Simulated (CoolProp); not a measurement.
Properties of CH2F2 (R32) along the isotherm 435 K (Tc = 351.3 K, pc = 57.83 bar, ω = 0.277).

Values from CoolProp's reference Helmholtz-energy equation of state, Tillner-Roth 1997.

```
p (bar)  phase  cp (kJ/(kg K))  expansivity (1/kK)  conductivity (mW/(m K))  Prandtl number
-------  -----  --------------  ------------------  -----------------------  --------------
0.0914     gas           1.044               2.301                     26.5           0.756
0.134      gas           1.044               2.302                     26.5           0.756
0.197      gas           1.044               2.304                     26.5           0.756
0.289      gas           1.044               2.307                     26.5           0.756
0.424      gas             [?]               2.310                     26.6           0.756
0.623      gas           1.046               2.316                     26.6           0.756
0.914      gas             [?]               2.324                     26.6           0.756
1.34       gas           1.049               2.335                     26.7           0.755
1.97       gas           1.052               2.352                     26.8           0.755
2.89       gas           1.055               2.378                     26.9             [?]
4.24       gas           1.061               2.416                      [?]           0.753
6.23       gas             [?]               2.472                     27.4           0.752
9.14       gas           1.084               2.558                     27.8           0.750
13.4       gas             [?]               2.688                     28.4           0.750
19.7       gas             [?]               2.893                     29.2           0.751
28.9       gas           1.186               3.222                     30.5           0.757
```

### Question
Some entries are withheld; supply them.

### Answer

- 0.424, cp (kJ/(kg K)): 1.045
- 0.914, cp (kJ/(kg K)): 1.047
- 2.89, Prandtl number: 0.754
- 4.24, conductivity (mW/(m K)): 27.1
- 6.23, cp (kJ/(kg K)): 1.070
- 13.4, cp (kJ/(kg K)): 1.104
- 19.7, cp (kJ/(kg K)): 1.136

Viscosity comes from a separate model (Bell 2016), an estimate that may be off by 10 % or more. Thermal conductivity comes from a separate model (Huber 2003), an estimate that may be off by 10 % or more.
